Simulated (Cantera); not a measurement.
A closed system holds: 1 mol Si, a varied amount of H2, 2.5 mol Cl2, at 998.15 K and 100000 Pa.

Method: chemical equilibrium by Gibbs-energy minimisation in Cantera with the NASA 1993 tables (ideal gas, pure condensed phases). Candidate condensed phases: Si; 19 gas species. The tables' values for SiCl3 are old estimates; treat these amounts as uncertain. Rates play no part.

x: gas mole fraction; nothing condenses.

```
n(H2) (mol)    x H2  x HCl  x SiCl4  x SiHCl3  x SiCl3  x SiH2Cl2  x SiCl2
-----------  ------  -----  -------  --------  -------  ---------  -------
0.53         0.0147  0.493    0.492  0.000102  1.43e-5    2.26e-9  1.01e-8
0.91          0.169  0.416    0.414   0.00117  4.82e-5    3.54e-7  1.37e-7
1.3             [?]    [?]      [?]       [?]  6.21e-5        [?]      [?]
1.7           0.372  0.315    0.310   0.00254  7.08e-5    2.24e-6  3.96e-7
2             0.426  0.289    0.283   0.00289  7.53e-5    3.19e-6  4.92e-7
2.4           0.484  0.260    0.253   0.00327  7.99e-5    4.55e-6  6.18e-7
2.8           0.531  0.236    0.229   0.00357  8.33e-5    6.00e-6  7.42e-7
3.2           0.571  0.217    0.209   0.00382  8.58e-5    7.51e-6  8.64e-7
3.5           0.596  0.204    0.196   0.00397  8.74e-5    8.66e-6  9.55e-7
3.9           0.625  0.189    0.181   0.00415  8.91e-5    1.02e-5  1.07e-6
4.3           0.651  0.177    0.168   0.00429  9.04e-5    1.18e-5  1.19e-6
4.7           0.673  0.166    0.157   0.00442  9.14e-5        [?]  1.31e-6
5             0.688  0.158    0.149   0.00450  9.21e-5    1.46e-5  1.39e-6
```

Problem. Complete the blanks.

Solution. 
- 1.3, x H2: 0.284
- 1.3, x HCl: 0.359
- 1.3, x SiCl4: 0.355
- 1.3, x SiHCl3: 0.00195
- 1.3, x SiH2Cl2: 1.15e-6
- 1.3, x SiCl2: 2.66e-7
- 4.7, x SiH2Cl2: 1.34e-5
